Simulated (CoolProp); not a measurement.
Vapour-liquid equilibrium of carbon dioxide (1) + R227EA (2) at 243.2 K; x and y are mole fractions of (1).

Computed with CoolProp (multi-fluid Helmholtz-energy mixture model, Span 1996 and Lemmon 2016; pair parameters Bell 2016).

### Question
Give the bubble pressure and the first vapour's composition at x = 0.2, 0.5, 0.65. Is there an azeotrope?

### Answer
x = 0.2: 3.064 bar, y = 0.844; x = 0.5: 6.934 bar, y = 0.949; x = 0.65: 8.934 bar, y = 0.970. No azeotrope shows between x = 0.05 and 0.95.

The pair parameters rest on a limited set of measurements; away from them the model extrapolates.
